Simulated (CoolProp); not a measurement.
A single-stage vapour-compression cycle with the fluid: evaporating at 267.15 K (dew point), condensing at 293.15 K (bubble point), superheat 8 K, subcooling 2 K, compressor efficiency 0.6, no pressure losses. The same conditions are run with several fluids, on thermodynamics alone (safety and materials aside).

Computed with CoolProp (reference Helmholtz-energy equation of state of each fluid (dimethyl ether: Wu 2011; cis-2-butene: Lemmon 2005; R1224YDZ: Akasaka 2023; R143a: Lemmon and Jacobsen 2000; trans-2-butene: Lemmon 2005; R152A: Outcalt 1996)).

```csv
fluid,cooling COP,pressure ratio,discharge temperature (K),refrigerating effect (kJ/kg),volumetric capacity (kJ/m³)
dimethyl ether,5.63,2.37,327.2,398,1820
cis-2-butene,5.72,___,323.3,383,664
R1224YDZ,5.69,2.93,313.9,158,___
R143a,5.34,2.16,___,165,3550
trans-2-butene,5.72,2.58,318.8,370,724
R152A,5.60,2.42,327.6,280,1830
```

Task: Fill in the missing entries.

Result: 
- cis-2-butene, pressure ratio: 2.63
- R1224YDZ, volumetric capacity (kJ/m³): 443
- R143a, discharge temperature (K): 315.6
